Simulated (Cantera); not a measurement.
A closed system holds: 1 mol Si₃N₄, 0.82 mol H₂, 0.037 mol C, held at 4880 Torr.

Equilibrium computed with Cantera from the NASA thermochemical tables; the gas is ideal and each condensed phase is pure. Candidate condensed phases: C, C₆H₆, C₇H₈, C₈H₁₈, Si, SiC, Si₃N₄; 105 gas species. Mutual solubility and eutectic melting of coexisting phases are not modelled. Gases not in the tables: Si₂H₆ and higher silanes. Rates play no part.

Which condensed phases are stable at each of these points (T (K)): 2423, 2473, 2523, 2573, 2623, 2673, 2723, 2773, 2823, 2873, 2923?


```tsv
T (K)	condensed phases	Si condensed (%)
2423	Si(l) + SiC(s)	99.9
2473	Si(l) + SiC(s)	99.8
2523	Si(l) + SiC(s)	99.8
2573	Si(l) + SiC(s)	99.7
2623	Si(l)	99.6
2673	Si(l)	99.5
2723	Si(l)	99.3
2773	Si(l)	99.1
2823	Si(l)	98.8
2873	Si(l)	98.5
2923	Si(l)	98.0
```

From 2423 K to 2573 K the condensed part is Si(l) + SiC(s). From 2623 K to 2923 K the condensed part is Si(l).
